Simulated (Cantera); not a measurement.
A closed system holds: 1 mol BN, 0.45 mol H₂O, 20 mol H₂, at 675 °C and 23.0 Pa.

These are equilibrium values from Cantera (NASA tables, ideal gas, pure condensed phases), not measurements of a reactor. Candidate condensed phases: B, BN, B₂O₃, B₃O₃H₃, H₂O; 39 gas species. Rates play no part.

Task: What is the equilibrium state?

Result: 
```json
{
 "x(H₂)": "0.993",
 "x(N₂)": "0.00724",
 "x(H₂O)": "0.000116",
 "x(HBO₂)": "5.88e-6",
 "n(BN(s))": "0.702 mol",
 "n(B₂O₃(l))": "0.149 mol",
 "gas_amount": "20.60 mol",
 "log10 activity of B(s) (absent)": "-6.33",
 "log10 activity of B₃O₃H₃(s) (absent)": "-17.64"
}
```
